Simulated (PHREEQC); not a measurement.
Buffer: an equilibrium model

Dissolve 0.031 mol/kgw H3PO4, 0.04 mol/kgw K2HPO4 and 0.12 mol/kgw NaCl at 25 °C. Closed to the air; pH follows from the charge balance.

The numbers come from PHREEQC with the ion-association model, wateq4f.dat.

Each row changes one thing in this solution. Precipitation was switched off in this run.

```csv
case,pH,ionic strength (mol/kgw),H2PO4- (mol/kgw),HPO4-2 (mol/kgw),KHPO4- (mol/kgw),PO4-3 (mol/kgw)
as made,5.92,0.207,0.0620,0.00810,0.000353,1.40e-8
H3PO4 left out,9.19,0.233,0.000144,0.0359,0.00148,0.000121
K2HPO4 from 0.04 to 0.08 mol/kgw,6.60,0.318,0.0620,0.0433,0.00316,4.32e-7
NaCl left out,6.04,___,0.0620,0.00851,___,1.35e-8
diluted 10-fold with water,6.18,0.0209,0.00620,0.000882,7.86e-6,1.19e-9
0.0015 mol/kgw KOH added,6.00,___,___,0.00945,0.000417,1.96e-8
```

Problem. Complete the blanks.

Solution. 
- NaCl left out, ionic strength (mol/kgw): 0.0880
- NaCl left out, KHPO4- (mol/kgw): 0.000502
- 0.0015 mol/kgw KOH added, ionic strength (mol/kgw): 0.210
- 0.0015 mol/kgw KOH added, H2PO4- (mol/kgw): 0.0605

H3PO4, which wateq4f.dat lacks, is added to it with the constant of phreeqc.dat.
